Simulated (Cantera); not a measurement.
# Thermodynamics of thermal oxidation and active oxidation of silicon, feed Si + N2O + H2

Input: 1 mol Si, 3.3 mol N2O, 400 mol H2, held at 825 °C and 5.70e-5 bar.

These are equilibrium values from Cantera (NASA tables, ideal gas, pure condensed phases), not measurements of a reactor. Candidate condensed phases: H2O, Si, SiO2, Si2N2O, Si3N4; 35 gas species. The numbers say what is thermodynamically allowed, not how fast it happens.

```
Item                                 Result
--------------------------------  ---------
x(H2)                                 0.989
x(N2)                               0.00818
x(H2O)                              0.00322
x(H)                                3.27e-6
n(SiO2(β-quartz))                  1.00 mol
gas amount                        403.3 mol
log10 activity of Si(s) (absent)     -11.14
```
